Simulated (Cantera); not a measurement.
A closed system holds: 1 mol B₂H₆, 5.2 mol NH₃, 0.11 mol H₂, equilibrated at 1777 °C and 7.30 mbar.

Cantera equilibrium calculation (NASA polynomials, part measured and part estimated; ideal gas, pure solids and liquids). Candidate condensed phases: B, BN; 15 gas species. The feed counts by its element totals alone. The tables' values for BH₂ are old estimates; treat these amounts as uncertain. Equilibrium is a limit: real reactors are often held back by kinetics, nucleation or transport.

### Question
What is the equilibrium state?

### Answer
| Quantity | Value |
|---|---|
| x(H₂) | 0.849 |
| x(N₂) | 0.126 |
| x(H) | 0.0245 |
| x(BH₂) | 0.000270 |
| x(B) | 2.11e-5 |
| x(BH) | 3.18e-6 |
| x(BH₃) | 1.40e-6 |
| n(BN(s)) | 2.00 mol |
| gas amount | 12.67 mol |
| log10 activity of B(s) (absent) | -0.29 |
